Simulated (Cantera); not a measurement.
## Stirred combustor or abatement burner

A perfectly stirred reactor is fed with C₃H₈ : O₂ : N₂ : CO₂ = 1 : 5.68 : 21.4 : 1.1 (molar parts), at 0.590 bar; it is adiabatic with a 600 K inlet, and is followed from long to short residence time, starting on the burning branch (τ in s: 0.032, 0.014, 0.0062, 0.0028, 0.0012, 0.00053, 0.00024, 0.0001, 4.6e-05, 2e-05, 8.9e-06).

Model: GRI-Mech 3.0 (53 species, 325 reactions), integrated in Cantera. GRI-Mech 3.0 was tuned for natural gas; its chemistry of propane as a main component is partial and can be far from experiment.

| τ (s) | T (K) | x C₃H₈ | x O₂ | x CO₂ | x HCO | x OH |
|---|---|---|---|---|---|---|
| 0.032 | 2180 | 6.13e-7 | 0.0285 | 0.120 | 1.13e-7 | 0.00598 |
| 0.014 | 2138 | 1.23e-6 | 0.0305 | 0.116 | 2.68e-7 | 0.00678 |
| 0.0062 | 2086 | 2.41e-6 | 0.0328 | 0.111 | 6.21e-7 | 0.00754 |
| 0.0028 | 2030 | 4.65e-6 | 0.0352 | 0.106 | 1.39e-6 | 0.00812 |
| 0.0012 | 1967 | 9.65e-6 | 0.0378 | 0.101 | 3.23e-6 | 0.00845 |
| 0.00053 | 1906 | 2.07e-5 | 0.0407 | 0.0961 | 7.22e-6 | 0.00841 |
| 0.00024 | 1845 | 4.79e-5 | 0.0448 | 0.0895 | 1.60e-5 | 0.00787 |
| 0.00010 | 1743 | 0.000171 | 0.0554 | 0.0751 | 4.05e-5 | 0.00583 |
| 4.6e-5 | 600 | 0.0343 | 0.195 | 0.0377 | <1e-12 | <1e-12 |
| 2.0e-5 | 600 | 0.0343 | 0.195 | 0.0377 | <1e-12 | <1e-12 |
| 8.9e-6 | 600 | 0.0343 | 0.195 | 0.0377 | <1e-12 | <1e-12 |
x: mole fraction; the columns are a selection and need not sum to one.
